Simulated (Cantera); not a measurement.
A Cantera script and its output.

```python
import numpy as np
import cantera as ct

gas = ct.Solution("gri30.yaml")
gas.TPX = 1425, 46000, {'CO': 0.0023, 'O2': 0.049, 'H2O': 0.021, 'N2': 1}
inlet = ct.Reservoir(gas, clone=True)

reactor = ct.IdealGasConstPressureReactor(gas, energy="off", clone=False)
exhaust = ct.Reservoir(gas, clone=True)
tau = [22, 2.8, 0.37, 0.049, 0.0064, 0.00084, 0.00011][0]
for a, b in ((inlet, reactor), (reactor, exhaust)):
    ct.MassFlowController(a, b, mdot=lambda t: reactor.mass / tau)
net = ct.ReactorNet([reactor])
show = ['CO', 'O2', 'H2O', 'H2O2', 'CO2', 'NO', 'O']

rows = []
print(f"{'tau/s':>10s}{'T/K':>9s}" + "".join(f"{s:>11s}" for s in show))
for tau in [22, 2.8, 0.37, 0.049, 0.0064, 0.00084, 0.00011]:
    net.initial_time = 0.0
    net.advance(30 * tau)
    before = gas.X
    net.advance(40 * tau)
    drift = np.max(np.abs(gas.X - before) / (gas.X + 1e-9))
    rows.append([gas.T, *gas[show].X, drift])
    print(f"{tau:10.3e}{gas.T:9.1f}" + "".join(f"{x:11.3e}" for x in gas[show].X))
```

It prints:

```
     tau/s      T/K         CO         O2        H2O       H2O2        CO2         NO          O
 2.200e+01   1425.0  2.739e-06  4.466e-02  1.959e-02  1.200e-09  2.144e-03  2.210e-07  1.569e-06
 2.800e+00   1425.0  1.142e-05  4.466e-02  1.958e-02  3.755e-09  2.136e-03  2.330e-07  5.522e-06
 3.700e-01   1425.0  4.471e-05  4.466e-02  1.955e-02  1.131e-08  2.102e-03  2.156e-07  2.015e-05
 4.900e-02   1425.0  1.704e-04  4.468e-02  1.949e-02  2.984e-08  1.976e-03  1.124e-07  7.100e-05
 6.400e-03   1425.0  6.111e-04  4.481e-02  1.939e-02  5.976e-08  1.535e-03  3.802e-08  1.996e-04
 8.400e-04   1425.0  1.687e-03  4.535e-02  1.942e-02  4.484e-08  4.583e-04  1.660e-09  1.609e-04
 1.100e-04   1425.0  2.145e-03  4.570e-02  1.958e-02  3.744e-12  7.259e-09  9.863e-16  4.410e-09
```

Cantera simulation using GRI-Mech 3.0 (53 species, 325 reactions); the numbers are that mechanism's predictions, not measurements.
